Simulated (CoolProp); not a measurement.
Vapour-liquid equilibrium of ethylene (1) + ethane (2) at -62.75 °C; x and y are mole fractions of (1).

Values from CoolProp's multi-fluid Helmholtz-energy mixture model, Smukala 2000 and Bücker 2006; pair parameters Bell 2016.

Q: Give the bubble pressure and the first vapour's composition at x = 0.05, 0.725, 0.8. Is there an azeotrope?

A: x = 0.05: 0.3607 MPa, y = 0.101; x = 0.725: 0.5910 MPa, y = 0.821; x = 0.8: 0.6155 MPa, y = 0.874. No azeotrope shows between x = 0.05 and 0.95.

Pair parameters are fitted to limited data, so mixtures are less certain than the pure fluids.
